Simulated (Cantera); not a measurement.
**AlCl3 + N2O + H2 (aluminium nitride and oxide growth)**

A closed system holds: 1 mol AlCl3, 1.6 mol N2O, 6.1 mol H2, equilibrated at 52.0 mbar.

Cantera equilibrium calculation (NASA polynomials, part measured and part estimated; ideal gas, pure solids and liquids). Candidate condensed phases: Al, AlCl3, AlN, Al2O3, H2O, NH4Cl; 45 gas species. The tables' values for AlCl2, AlOH are old estimates; treat these amounts as uncertain. Condensed phases not in the tables: AlOCl. Kinetics and transport are ignored.

| T (°C) | log p H2 | log p HCl | log p N2 | log p H2O | log p H | n Al2O3(s) |
|---|---|---|---|---|---|---|
| 625 | -1.59 | -1.77 | -2.04 | -3.25 | -10.76 | 0.500 |
| 725 | -1.59 | -1.77 | -2.04 | -3.25 | -9.46 | 0.500 |
| 825 | -1.59 | -1.77 | -2.04 | -3.25 | -8.40 | 0.500 |
| 925 | -1.59 | -1.77 | -2.04 | -3.25 | -7.52 | 0.500 |
| 1025 | -1.59 | -1.77 | -2.04 | -3.25 | -6.77 | 0.500 |
| 1125 | -1.59 | -1.77 | -2.04 | -3.25 | -6.12 | 0.500 |
| 1225 | -1.59 | -1.77 | -2.04 | -3.25 | -5.56 | 0.500 |
| 1325 | -1.59 | -1.77 | -2.04 | -3.25 | -5.07 | 0.500 |
| 1425 | -1.59 | -1.77 | -2.04 | -3.24 | -4.64 | 0.500 |
| 1525 | -1.60 | -1.77 | -2.04 | -3.24 | -4.25 | 0.499 |
| 1625 | -1.60 | -1.77 | -2.04 | -3.22 | -3.91 | 0.498 |
| 1725 | -1.60 | -1.78 | -2.05 | -3.19 | -3.59 | 0.495 |
| 1825 | -1.60 | -1.79 | -2.05 | -3.11 | -3.31 | 0.487 |
| 1925 | -1.61 | -1.80 | -2.05 | -3.01 | -3.06 | 0.474 |
log p: log10 of the partial pressure in bar; n: condensed amount in mol.

From 625 °C to 1925 °C the condensed part is Al2O3(s).
